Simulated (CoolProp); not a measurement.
A single-stage vapour-compression cycle with n-pentane: evaporating at 297.15 K (dew point), condensing at 357.15 K (bubble point), superheat 10 K, subcooling 2 K, compressor efficiency 0.9, no pressure losses. Each further row changes one setting.

The numbers come from the reference Helmholtz-energy equation of state, Thol 2019 in CoolProp.

```json
[
 {"case": "as stated", "cooling COP": "(withheld)", "pressure ratio": "6.18", "discharge temperature (K)": "357.2", "refrigerating effect (kJ/kg)": "242", "volumetric capacity (kJ/m³)": "463"},
 {"case": "evaporating temperature 302.15 K", "cooling COP": "3.87", "pressure ratio": "5.14", "discharge temperature (K)": "357.2", "refrigerating effect (kJ/kg)": "(withheld)", "volumetric capacity (kJ/m³)": "568"},
 {"case": "condensing temperature 352.15 K", "cooling COP": "3.83", "pressure ratio": "5.45", "discharge temperature (K)": "352.1", "refrigerating effect (kJ/kg)": "255", "volumetric capacity (kJ/m³)": "488"},
 {"case": "subcooling 7 K", "cooling COP": "(withheld)", "pressure ratio": "6.18", "discharge temperature (K)": "357.2", "refrigerating effect (kJ/kg)": "255", "volumetric capacity (kJ/m³)": "488"},
 {"case": "superheat 20 K", "cooling COP": "(withheld)", "pressure ratio": "6.18", "discharge temperature (K)": "(withheld)", "refrigerating effect (kJ/kg)": "259", "volumetric capacity (kJ/m³)": "(withheld)"},
 {"case": "compressor efficiency 0.8", "cooling COP": "3.01", "pressure ratio": "6.18", "discharge temperature (K)": "(withheld)", "refrigerating effect (kJ/kg)": "242", "volumetric capacity (kJ/m³)": "463"}
]
```

Q: What belongs in the gaps?

A: 
- as stated, cooling COP: 3.39
- evaporating temperature 302.15 K, refrigerating effect (kJ/kg): 250
- subcooling 7 K, cooling COP: 3.57
- superheat 20 K, cooling COP: 3.49
- superheat 20 K, discharge temperature (K): 363.9
- superheat 20 K, volumetric capacity (kJ/m³): 479
- compressor efficiency 0.8, discharge temperature (K): 358.3

The compression ends wet for: as stated; evaporating temperature 302.15 K; condensing temperature 352.15 K; subcooling 7 K.
